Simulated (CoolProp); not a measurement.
Model: reference Helmholtz-energy equation of state, Polt 1992, in CoolProp. This equation is an older, rougher fit; its heat capacities, sound speeds and derivatives of the liquid may be far off and weren't checked against measurements.

Give the vapour pressure (MPa), liquid density (kg/m³), vapour density (kg/m³), enthalpy of vaporisation (kJ/kg) of saturated cyclopropane at 307.4, 317.4, 327.3 K.


| T (K) | p (MPa) | liquid density (kg/m³) | vapour density (kg/m³) | enthalpy of vaporisation (kJ/kg) |
|---|---|---|---|---|
| 307.4 | 0.923 | 604 | 17.9 | 388 |
| 317.4 | 1.18 | 588 | 22.9 | 372 |
| 327.3 | 1.48 | 570 | 28.9 | 354 |
